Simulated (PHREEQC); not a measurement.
Consider water at 67 °C with 0.072 mol/kgw KHCO3 and 0.099 mol/kgw Na2SO4. Closed to the air; pH follows from the charge balance.

Model: ion-association model, wateq4f.dat, run in PHREEQC.

No solid was allowed to form.

**Question.** Predict the pH.

**Answer.** pH 7.50.

**Question.** In which forms is K present?

**Answer.** K+ 84 %, KSO4- 16 % of the K.

Complexes and solids missing from the database can't appear. At this temperature some constants are extrapolated from 25 °C, and those without enthalpy data are left unchanged.
